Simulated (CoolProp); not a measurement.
Values from CoolProp's reference Helmholtz-energy equation of state, Gao 2016.

Task: Give the vapour pressure (MPa), vapour density (kg/m³), liquid cp (kJ/(kg K)), surface tension (mN/m) of saturated sulfur dioxide at 307.4 K.

Result: 
```json
[
 {"T (K)": "307.4", "p (MPa)": "0.529", "vapour density (kg/m³)": "14.5", "liquid cp (kJ/(kg K))": "1.41", "surface tension (mN/m)": "19.9"}
]
```

Surface tension comes from a separate correlation (Mulero 2012).
